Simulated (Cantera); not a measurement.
# Catalytic combustion on Pt

An isothermal plug-flow reactor at 975 K and 5.00 bar (inlet), inlet velocity 0.16 m/s, active area per volume 240 1/m; feed CO : O2 : N2 = 0.0053 : 0.19 : 0.79 (molar parts).

Detailed kinetics in Cantera: Deutschmann's 1995 Pt surface mechanism with GRI-Mech 3.0 gas chemistry. Catalytic surfaces can have several steady states; this one follows from the mechanism file's or the stated starting coverage. Mass transfer to the wall is taken as infinitely fast.

```json
[
 {"z (m)": "0.00019", "x CO": "0.00212", "x O2": "0.192", "x H2O": "<1e-12", "x CO2": "0.00327", "θ free Pt": "0.0921", "θ O*": "0.907"},
 {"z (m)": "0.00042", "x CO": "0.000829", "x O2": "0.191", "x H2O": "<1e-12", "x CO2": "0.00456", "θ free Pt": "0.0875", "θ O*": "0.912"},
 {"z (m)": "0.0009", "x CO": "0.000134", "x O2": "0.191", "x H2O": "<1e-12", "x CO2": "0.00526", "θ free Pt": "0.0854", "θ O*": "0.915"},
 {"z (m)": "0.0019", "x CO": "3.30e-6", "x O2": "0.191", "x H2O": "<1e-12", "x CO2": "0.00539", "θ free Pt": "0.0850", "θ O*": "0.915"},
 {"z (m)": "0.0042", "x CO": "6.71e-10", "x O2": "0.191", "x H2O": "<1e-12", "x CO2": "0.00539", "θ free Pt": "0.0850", "θ O*": "0.915"},
 {"z (m)": "0.009", "x CO": "<1e-12", "x O2": "0.191", "x H2O": "<1e-12", "x CO2": "0.00539", "θ free Pt": "0.0850", "θ O*": "0.915"},
 {"z (m)": "0.019", "x CO": "<1e-12", "x O2": "0.191", "x H2O": "<1e-12", "x CO2": "0.00539", "θ free Pt": "0.0850", "θ O*": "0.915"}
]
```
x: gas mole fraction; θ: surface coverage.
